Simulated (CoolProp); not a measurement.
A simple Rankine cycle with propane: condensing at 294.15 K, boiler at 2.92 MPa, turbine inlet 364.4 K, turbine efficiency 0.75, pump efficiency 0.7, no recuperator. Each further row changes one setting.

Values from CoolProp's reference Helmholtz-energy equation of state, Lemmon 2009.

```csv
case,thermal efficiency (%),net work (kJ/kg),heat in (kJ/kg),turbine exit temperature (K),volume ratio over the turbine
as stated,9.3,39.0,419,313.3,3.73
turbine inlet 384.4 K,?,45.2,473,337.6,3.57
condensing temperature 286.15 K,10.6,46.6,?,306.2,4.62
boiler pressure 2.04 MPa,7.2,?,451,332.7,?
turbine efficiency 0.65,7.9,33.0,419,316.4,?
```

Q: Fill in the missing entries.

A: 
- turbine inlet 384.4 K, thermal efficiency (%): 9.6
- condensing temperature 286.15 K, heat in (kJ/kg): 440
- boiler pressure 2.04 MPa, net work (kJ/kg): 32.4
- boiler pressure 2.04 MPa, volume ratio over the turbine: 2.43
- turbine efficiency 0.65, volume ratio over the turbine: 3.79
